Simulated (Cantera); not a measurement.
Input: 1 mol SiO2, 0.33 mol CH4, 0.01 mol CO, equilibrated at 1175 °C.

Equilibrium computed with Cantera from the NASA thermochemical tables; the gas is ideal and each condensed phase is pure. Candidate condensed phases: C, C6H6, C7H8, C8H18, H2O, Si, SiC, SiO2; 123 gas species. Mutual solubility and eutectic melting of coexisting phases are not modelled. The tables hold silica as quartz up to 1696 K and as liquid above; real silica turns to tridymite and cristobalite and melts near 1996 K. The numbers say what is thermodynamically allowed, not how fast it happens.

### Question
At 1.35 Torr, list the 4 most abundant gas species with their mole fractions, and the condensed phases.

### Answer
H2 0.719, CO 0.258, SiO 0.0228, H 0.000185. Condensed: SiC(s) + SiO2(β-quartz).
